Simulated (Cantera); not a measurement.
A perfectly stirred reactor is fed with H₂ : O₂ : N₂ = 0.77 : 1 : 8.2 (molar parts), at 128 Torr; it is held at 1125 K, and followed from long to short residence time.

Model: GRI-Mech 3.0 (53 species, 325 reactions), integrated in Cantera. The temperature is held fixed by assumption; the heat of reaction is taken as removed at once.

x: mole fraction; the columns are a selection and need not sum to one.

| τ (s) | x H₂ | x O₂ | x H₂O | x O | x H | x NO |
|---|---|---|---|---|---|---|
| 3.7 | 8.23e-5 | 0.0642 | 0.0802 | 3.27e-5 | ? | 1.13e-7 |
| 1.1 | 0.000182 | 0.0642 | 0.0800 | 7.43e-5 | ? | 1.03e-7 |
| 0.31 | 0.000407 | 0.0642 | 0.0797 | 0.000172 | ? | 1.44e-7 |
| 0.092 | 0.000862 | 0.0643 | 0.0791 | 0.000377 | ? | 2.64e-7 |
| 0.027 | 0.00179 | 0.0646 | 0.0777 | 0.000805 | ? | 5.20e-7 |
| 0.0078 | 0.00368 | 0.0653 | 0.0746 | 0.00166 | ? | 9.66e-7 |
| 0.0023 | 0.00729 | 0.0669 | 0.0681 | 0.00311 | ? | 1.45e-6 |

Question: What belongs in the gaps?

Answer: 
- 3.7, x H: 6.06e-6
- 1.1, x H: 2.04e-5
- 0.31, x H: 7.21e-5
- 0.092, x H: 0.000240
- 0.027, x H: 0.000788
- 0.0078, x H: 0.00250
- 0.0023, x H: 0.00689
